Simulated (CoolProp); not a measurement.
A Linde-Hampson liquefier for nitrogen: isothermal reversible compression at 250 K from 1 atm to 10 MPa, throttling to 1 atm, return gas leaving the recuperator 5 K below the feed. Each further row changes one setting.

Model: reference Helmholtz-energy equation of state, Span 2000, in CoolProp.

```json
[
 {"case": "as stated", "liquid yield per pass": "[?]", "compression work (kJ/kg of gas)": "336"},
 {"case": "high pressure 20 MPa", "liquid yield per pass": "[?]", "compression work (kJ/kg of gas)": "[?]"},
 {"case": "warm-end temperature 280 K", "liquid yield per pass": "[?]", "compression work (kJ/kg of gas)": "380"},
 {"case": "warm-end gap 10 K", "liquid yield per pass": "[?]", "compression work (kJ/kg of gas)": "336"}
]
```

Question: Complete the blanks.

Answer: 
- as stated, liquid yield per pass: 0.064
- high pressure 20 MPa, liquid yield per pass: 0.116
- high pressure 20 MPa, compression work (kJ/kg of gas): 386
- warm-end temperature 280 K, liquid yield per pass: 0.043
- warm-end gap 10 K, liquid yield per pass: 0.051
